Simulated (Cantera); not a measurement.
Input: 1 mol Si₂Cl₆, 44 mol H₂, at 75.0 Torr.

Method: chemical equilibrium by Gibbs-energy minimisation in Cantera with the NASA 1993 tables (ideal gas, pure condensed phases). Candidate condensed phases: Si; 19 gas species. The feed counts by its element totals alone. The tables' values for SiCl₃, SiCl are old estimates; treat these amounts as uncertain. Equilibrium is a limit: real reactors are often held back by kinetics, nucleation or transport.

log p: log10 of the partial pressure in bar; n: condensed amount in mol.

| T (K) | log p H₂ | log p HCl | log p SiCl₂ | log p SiCl₄ | log p SiCl₃ | log p SiHCl₃ | n Si(s) |
|---|---|---|---|---|---|---|---|
| 1325 | -1.04 | -2.16 | -2.84 | -3.47 | -3.52 | -3.64 | 0.903 |
| 1375 | -1.04 | -2.13 | -2.76 | -3.75 | -3.59 | -3.86 | 0.906 |
| 1425 | -1.05 | -2.12 | -2.71 | -4.06 | -3.68 | -4.10 | 0.900 |
| 1475 | -1.05 | -2.11 | -2.68 | … | -3.79 | … | 0.889 |
| 1525 | -1.05 | -2.11 | -2.65 | … | -3.91 | … | 0.876 |
| 1575 | -1.05 | -2.11 | -2.64 | -5.00 | -4.03 | -4.81 | 0.862 |
| 1625 | -1.05 | -2.11 | -2.63 | -5.28 | -4.14 | -5.03 | 0.848 |

Task: What belongs in the gaps?

Result: 
- 1475, log p SiCl₄: -4.38
- 1475, log p SiHCl₃: -4.34
- 1525, log p SiCl₄: -4.69
- 1525, log p SiHCl₃: -4.58
